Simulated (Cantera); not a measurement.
A Cantera script and its output.

```python
import numpy as np
import cantera as ct

gas = ct.Solution("h2o2.yaml")
gas.TPX = 525, 100000, {'H2': 1, 'O2': 0.357, 'N2': 1.34, 'H2O': 0.067}
flame = ct.FreeFlame(gas, width=0.04)
flame.set_refine_criteria(ratio=3, slope=0.08, curve=0.16)
flame.transport_model = "mixture-averaged"
flame.solve(loglevel=0, auto=True)
z, T = flame.grid, flame.T
thick = (T[-1] - T[0]) / np.gradient(T, z).max()
show = ['H2', 'O2', 'H2O', 'O', 'H2O2', 'OH']
print(f"laminar burning velocity  {flame.velocity[0] * 100:.3f} cm/s")
print(f"burnt temperature         {T[-1]:.1f} K")
print(f"thermal thickness         {thick * 1e3:.4f} mm")
print(f"grid points               {len(z)}")
z0 = z[flame.heat_release_rate.argmax()]
print(f"{'z/mm':>9s}{'T/K':>9s}{'u/(m/s)':>9s}" + "".join(f"{s:>11s}" for s in show))
rows = []
for k in (-3, -2, -1.5, -1, -0.5, -0.25, 0, 0.25, 0.5, 1, 2, 4, 8):
    zz = z0 + k * thick
    rows.append([k * thick, np.interp(zz, z, T), np.interp(zz, z, flame.velocity),
                 *(np.interp(zz, z, flame.X[gas.species_index(s)]) for s in show)])
    print(f"{rows[-1][0] * 1e3:9.3f}{rows[-1][1]:9.1f}{rows[-1][2]:9.3f}" + "".join(f"{x:11.3e}" for x in rows[-1][3:]))
```

Result:

```
laminar burning velocity  681.169 cm/s
burnt temperature         2395.9 K
thermal thickness         0.4216 mm
grid points               131
     z/mm      T/K  u/(m/s)         H2         O2        H2O          O       H2O2         OH
   -1.265    525.0    6.812  3.618e-01  1.292e-01  2.424e-02  1.596e-15  2.702e-16  3.342e-17
   -0.843    525.0    6.812  3.618e-01  1.292e-01  2.424e-02  2.070e-13  3.282e-14  4.333e-15
   -0.632    525.0    6.812  3.618e-01  1.292e-01  2.424e-02  1.072e-11  1.704e-12  2.249e-13
   -0.422    525.0    6.812  3.618e-01  1.292e-01  2.424e-02  7.371e-10  1.582e-10  1.704e-11
   -0.211    534.9    6.915  3.590e-01  1.294e-01  2.464e-02  3.352e-06  2.649e-06  1.957e-05
   -0.105    744.6    9.407  3.292e-01  1.248e-01  4.173e-02  2.174e-04  2.615e-05  8.453e-04
    0.000   1194.2   14.586  2.296e-01  8.971e-02  1.220e-01  3.761e-03  4.688e-06  2.713e-03
    0.105   1515.0   18.261  1.301e-01  3.144e-02  2.301e-01  7.350e-03  2.480e-06  7.435e-03
    0.211   1661.3   19.881  1.037e-01  1.226e-02  2.661e-01  6.845e-03  1.587e-06  9.998e-03
    0.422   1803.9   21.390  1.025e-01  7.049e-03  2.784e-01  5.711e-03  8.904e-07  1.164e-02
    0.843   1948.7   22.866  1.064e-01  4.984e-03  2.867e-01  4.209e-03  4.686e-07  1.211e-02
    1.687   2087.0   24.232  1.093e-01  3.141e-03  2.960e-01  2.672e-03  2.532e-07  1.132e-02
    3.373   2203.9   25.353  1.113e-01  1.709e-03  3.049e-01  1.450e-03  1.452e-07  9.418e-03
```

Model: the H2/O2 subset of GRI-Mech 3.0, which has no nitrogen chemistry, integrated in Cantera. Burning velocities carry a grid error of a few per cent, more on coarse grids.
